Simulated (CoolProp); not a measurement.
Saturated liquid density (kg/m³) of the fluoroketone C6F12O (FK-5-1-12): the reference equation beside estimates from Tc = 441.8 K, pc = 1869 kPa, ω = 0.471.

Values from CoolProp's reference Helmholtz-energy equation of state, McLinden 2015.

```csv
T (K),reference,van der Waals,Redlich-Kwong,Soave-Redlich-Kwong,Peng-Robinson
199.5,1876,1082,1610,1670,1873
211,1845,1067,1587,…,1854
222.5,1814,1052,1562,1632,1833
234.1,1783,…,1536,1610,1811
245.6,…,1020,1508,1588,1787
257.1,1720,1003,1480,1564,1761
268.6,1688,985.8,1450,1538,1734
280.1,1655,…,1418,1511,1705
291.7,…,948.5,1385,1481,1673
303.2,1587,…,1350,1450,1638
```

Question: Fill in the missing entries.

Answer: 
- 211, Soave-Redlich-Kwong: 1651
- 234.1, van der Waals: 1036
- 245.6, reference: 1752
- 280.1, van der Waals: 967.6
- 291.7, reference: 1622
- 303.2, van der Waals: 928.7

Absolute difference from the reference over all 10 rows, mean and median: van der Waals 41.8 and 41.7 %, Redlich-Kwong 14.2 and 14.0 %, Soave-Redlich-Kwong 9.5 and 9.2 %, Peng-Robinson 2.0 and 2.2 %.
